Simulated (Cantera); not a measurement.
**Adiabatic ignition**

An adiabatic, constant-pressure homogeneous reactor starts with 25.8 % CH₃OH, 19.3 % O₂, 52.3 % N₂, 2.58 % CO₂, equivalence ratio 2.0, at 1500 K and 0.987 atm.

Model: GRI-Mech 3.0 (53 species, 325 reactions), integrated in Cantera. GRI-Mech 3.0 was tuned for natural gas; its chemistry of methanol as a main component is partial and can be far from experiment.

| t (s) | T (K) | x CH₃OH | x O₂ | x CO₂ | x CO | x CH₄ |
|---|---|---|---|---|---|---|
| 9.00e-6 | 1500 | 0.257 | 0.193 | 0.0258 | 2.10e-5 | 1.63e-5 |
| 2.28e-5 | 1500 | 0.257 | 0.193 | 0.0258 | 5.60e-5 | 5.61e-5 |
| 5.80e-5 | 1502 | 0.255 | 0.192 | 0.0258 | 0.000203 | 0.000137 |
| 0.000147 | 1597 | 0.194 | 0.159 | 0.0251 | 0.0130 | 0.000301 |
| 0.000374 | 2571 | <1e-12 | 0.00104 | 0.0496 | 0.161 | <1e-12 |
| 0.000949 | 2640 | <1e-12 | 0.000540 | 0.0494 | 0.162 | 2.16e-12 |
| 0.00241 | 2641 | <1e-12 | 0.000521 | 0.0494 | 0.162 | 2.26e-12 |
| 0.00611 | 2639 | <1e-12 | 0.000510 | 0.0493 | 0.162 | 2.29e-12 |
| 0.0155 | 2638 | <1e-12 | 0.000505 | 0.0493 | 0.162 | 2.31e-12 |
| 0.0394 | 2638 | <1e-12 | 0.000505 | 0.0492 | 0.162 | 2.31e-12 |
| 0.100 | 2638 | <1e-12 | 0.000505 | 0.0492 | 0.162 | 2.31e-12 |
x: mole fraction; the columns are a selection and need not sum to one.

```yaml
time_of_steepest_temperature_rise: 0.167 ms
temperature at 0.100 s: 2638 K
equilibrium_temperature: 2638 K
x(CH₃OH) at 0.100 s: <1e-12 (gas-phase equilibrium <1e-12)
x(O₂) at 0.100 s: 0.000505 (gas-phase equilibrium 0.000505)
x(CO₂) at 0.100 s: 0.0492 (gas-phase equilibrium 0.0492)
```
